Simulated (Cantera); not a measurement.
Thermodynamics of carbothermic reduction, feed Ta2O5 + CH4 + H2

Feed: 1 mol Ta2O5, 0.64 mol CH4, 1.2 mol H2.

Cantera equilibrium calculation (NASA polynomials, part measured and part estimated; ideal gas, pure solids and liquids). Candidate condensed phases: C, C6H6, C7H8, C8H18, H2O, Ta, TaC, Ta2O5; 113 gas species. Mutual solubility and eutectic melting of coexisting phases are not modelled. TaC: taken at fixed stoichiometry. Condensed phases not in the tables: Ta2C, N, O or C dissolved in the metal. Rates play no part.

Q: Map the stable condensed phases over T = 873, 1023, 1173, 1323, 1473, 1623, 1773, 1923, 2073, 2223, 2373, 2523, 2673 K and P in Pa = 10, 42, 180, 750, 3200, 13000, 56000, 240000, 1000000.

A: 
```
T in K \ P in Pa
              10      42     180     750    3200   13000   56000  240000 1000000
   2673        A       A       A       B       C       C       C       C       D
   2523        A       A       B       C       C       C       C       E       D
   2373        A       B       C       C       C       C       C       D       D
   2223        B       C       C       C       C       C       D       D       D
   2073        C       C       C       C       C       D       D       D       D
   1923        C       C       C       E       D       D       D       D       D
   1773        C       C       D       D       D       D       D       D       D
   1623        D       D       D       D       D       D       D       D       D
   1473        D       D       D       D       D       D       D       D       D
   1323        D       D       D       D       D       D       D       D       F
   1173        D       D       D       D       D       D       F       F       F
   1023        D       D       D       F       F       F       F       F       F
    873        F       F       F       F       F       F       G       B       B
```
A: gas only; B: Ta2O5; C: Ta + Ta2O5; D: TaC + Ta2O5; E: Ta + TaC + Ta2O5; F: C + TaC + Ta2O5; G: C + Ta2O5.
